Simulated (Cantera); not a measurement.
A Cantera script and its output.

```python
import numpy as np
import cantera as ct

gas = ct.Solution("gri30.yaml")
gas.TPX = 1700, 210000, {'CH4': 1, 'H2O': 0.81}
inlet = ct.Reservoir(gas, clone=True)

reactor = ct.IdealGasConstPressureReactor(gas, energy="off", clone=False)
exhaust = ct.Reservoir(gas, clone=True)
tau = [14, 6, 2.7, 1.2, 0.52, 0.23, 0.1, 0.045, 0.02, 0.0088][0]
for a, b in ((inlet, reactor), (reactor, exhaust)):
    ct.MassFlowController(a, b, mdot=lambda t: reactor.mass / tau)
net = ct.ReactorNet([reactor])
show = ['CH4', 'H2O', 'C2H2', 'CH2CO', 'C2H', 'CH2']

rows = []
print(f"{'tau/s':>10s}{'T/K':>9s}" + "".join(f"{s:>11s}" for s in show))
for tau in [14, 6, 2.7, 1.2, 0.52, 0.23, 0.1, 0.045, 0.02, 0.0088]:
    net.initial_time = 0.0
    net.advance(30 * tau)
    before = gas.X
    net.advance(40 * tau)
    drift = np.max(np.abs(gas.X - before) / (gas.X + 1e-9))
    rows.append([gas.T, *gas[show].X, drift])
    print(f"{tau:10.3e}{gas.T:9.1f}" + "".join(f"{x:11.3e}" for x in gas[show].X))
```

Result:

```
     tau/s      T/K        CH4        H2O       C2H2      CH2CO        C2H        CH2
 1.400e+01   1700.0  2.888e-02  3.209e-02  2.880e-02  1.965e-06  1.955e-08  1.048e-08
 6.000e+00   1700.0  3.359e-02  5.275e-02  3.764e-02  3.552e-06  2.584e-08  1.386e-08
 2.700e+00   1700.0  3.955e-02  7.961e-02  4.907e-02  6.381e-06  3.415e-08  1.904e-08
 1.200e+00   1700.0  4.767e-02  1.148e-01  6.367e-02  1.138e-05  4.509e-08  2.724e-08
 5.200e-01   1700.0  5.941e-02  1.586e-01  8.070e-02  1.950e-05  5.833e-08  3.978e-08
 2.300e-01   1700.0  7.626e-02  2.055e-01  9.655e-02  3.017e-05  7.116e-08  5.619e-08
 1.000e-01   1700.0  1.023e-01  2.527e-01  1.078e-01  4.184e-05  8.070e-08  7.588e-08
 4.500e-02   1700.0  1.393e-01  2.927e-01  1.100e-01  5.051e-05  8.326e-08  9.540e-08
 2.000e-02   1700.0  1.918e-01  3.270e-01  1.019e-01  5.406e-05  7.805e-08  1.150e-07
 8.800e-03   1700.0  2.590e-01  3.570e-01  8.436e-02  5.123e-05  6.595e-08  1.360e-07
```

Model: GRI-Mech 3.0 (53 species, 325 reactions), integrated in Cantera.
